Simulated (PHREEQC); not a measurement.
**Nickel, zinc or cadmium bath (model solution)**

A solution holds 0.17 mol ZnCl2 and 0.046 mol H3BO3 per kg of water, at 25 °C. Closed to the air; pH follows from the charge balance.

Computed with PHREEQC (ion-association model, phreeqc.dat).

Precipitation was switched off in this run.

Task: What pH, ionic strength, density does the model give?

Result: pH 4.84; ionic strength 0.445 mol/kgw; density 1.019 g/cm³.

Task: In which forms is Zn present?

Result: Zn+2 82 %, ZnCl+ 15 %, ZnCl2 1.9 %, ZnCl3- 0.7 % of the Zn.

Complexes and solids missing from the database can't appear.
